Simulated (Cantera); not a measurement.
A perfectly stirred reactor is fed with CO : O2 : H2O : N2 = 0.0013 : 0.011 : 0.00011 : 1 (molar parts), equivalence ratio 0.059, at 18000 Pa; it is held at 1425 K, and followed from long to short residence time.

Detailed kinetics in Cantera: GRI-Mech 3.0 (53 species, 325 reactions).

### Question
What does this change do: pressure from 18000 Pa to 780000 Pa?

### Answer
```tsv
quantity	before	after
x(CO) at τ = 1.70 s	9.57e-5	1.99e-5
x(O2) at τ = 1.70 s	0.0102	0.0102
x(H2O) at τ = 1.70 s	9.79e-5	0.000108
x(NO) at τ = 1.70 s	2.05e-6	2.69e-6
x(O) at τ = 1.70 s	0.000116	1.40e-6
x(CO) at τ = 32.0 ms	0.000961	0.000362
x(O2) at τ = 32.0 ms	0.0106	0.0104
x(H2O) at τ = 32.0 ms	9.24e-5	0.000107
x(NO) at τ = 32.0 ms	4.37e-8	1.67e-6
x(O) at τ = 32.0 ms	0.000235	1.12e-5
```

### Question
What does this change do: temperature 1425 to 1450 K?

### Answer
```
quantity                 before     after
---------------------  --------  --------
x(CO) at τ = 1.70 s     9.57e-5   9.08e-5
x(O2) at τ = 1.70 s      0.0102    0.0102
x(H2O) at τ = 1.70 s    9.79e-5   9.71e-5
x(NO) at τ = 1.70 s     2.05e-6   2.53e-6
x(O) at τ = 1.70 s     0.000116  0.000125
x(CO) at τ = 32.0 ms   0.000961  0.000936
x(O2) at τ = 32.0 ms     0.0106    0.0106
x(H2O) at τ = 32.0 ms   9.24e-5   9.08e-5
x(NO) at τ = 32.0 ms    4.37e-8   6.09e-8
x(O) at τ = 32.0 ms    0.000235  0.000257
```
